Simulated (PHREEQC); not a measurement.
A solution holds 2.6 mmol/kgw HF, 16 mmol/kgw NaF, 12 mmol/kgw H2SiF6 and 0.37 mmol/kgw H2SO4, at 76 °C. Closed to the air; pH follows from the charge balance.

Equilibrium calculation in PHREEQC: ion-association model, phreeqc.dat.

Precipitation was switched off in this run.

### Question
Order these F species by the share of F that they hold, largest first: SiF6-2, HF2-, F-, HF.

### Answer
SiF6-2 (76 %), HF (23 %), F- (0.97 %), HF2- (0.17 %)

The pH is 2.14 and the ionic strength 0.0360 mol/kgw. Examples of supersaturated solids here: Quartz (slow to form). Others may be too. Complexes and solids missing from the database can't appear. Constants without temperature data keep their 25 °C values here. SiF6-2 is the database's only silicon fluoride.
